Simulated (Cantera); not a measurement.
An isothermal, constant-pressure homogeneous reactor starts with 4.99 % N2O, 0.195 % H2, 94.8 % N2, at 1425 K and 0.0230 bar.

Computed with Cantera and GRI-Mech 3.0 (53 species, 325 reactions). GRI-Mech 3.0 was tuned for natural gas; its chemistry of N2O as a main component is partial and can be far from experiment. Radical loss at walls, strong at low pressure, is not modelled.

One state of this run: x N2O = 8.93e-6; x H2 = 1.05e-7; x H = 2.57e-8; x N2 = 0.971; x H2O2 = 9.17e-12. x: mole fraction; the columns are a selection and need not sum to one.

Task: Which value of t (s) does it belong to?
A) 0.00751
B) 0.000531
C) 21.2
D) 1.00e-5

Result: C, 21.2
